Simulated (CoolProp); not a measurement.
A closed Brayton cycle with carbon dioxide: compressor inlet 310.15 K and 7.9 MPa, high pressure 18.9 MPa, turbine inlet 845 K, compressor efficiency 0.85, turbine efficiency 0.93, recuperator effectiveness 0 (on enthalpy, no pinch check). Each further row changes one setting.

Computed with CoolProp (reference Helmholtz-energy equation of state, Span 1996).

```tsv
case	thermal efficiency (%)	net work (kJ/kg)	compressor to turbine work	compressor exit (K)	turbine exit (K)
as stated	14.0	90.0	0.26	368.6	735.8
turbine inlet 795 K	14.1	82.0	0.28	368.6	689.8
compressor inlet 320.15 K	…	…	…	391.6	735.8
high pressure 16.1 MPa	11.7	75.8	0.25	357.6	755.4
recuperator effectiveness 0.5	…	90.0	0.26	368.6	735.8
```

### Question
Fill in the missing entries.

### Answer

- compressor inlet 320.15 K, thermal efficiency (%): 13.6
- compressor inlet 320.15 K, net work (kJ/kg): 80.4
- compressor inlet 320.15 K, compressor to turbine work: 0.34
- recuperator effectiveness 0.5, thermal efficiency (%): 21.0
